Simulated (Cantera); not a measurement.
## Ignition delay

Mixture: 5.51 % CH4, 3.80 % H2, 19.0 % O2, 71.7 % N2, equivalence ratio 0.68, at 1.01 bar, adiabatic and at constant pressure. Ignition delay is the time to a rise of 400 K.

Model: GRI-Mech 3.0 (53 species, 325 reactions), integrated in Cantera.

```csv
T0 (K),delay (ms)
1200,1.21
1300,0.547
1400,0.276
1500,0.155
1600,0.0936
1700,0.0600
1800,0.0400
```

```yaml
apparent activation energy between 1600 and 1800 K: 100 kJ/mol
```
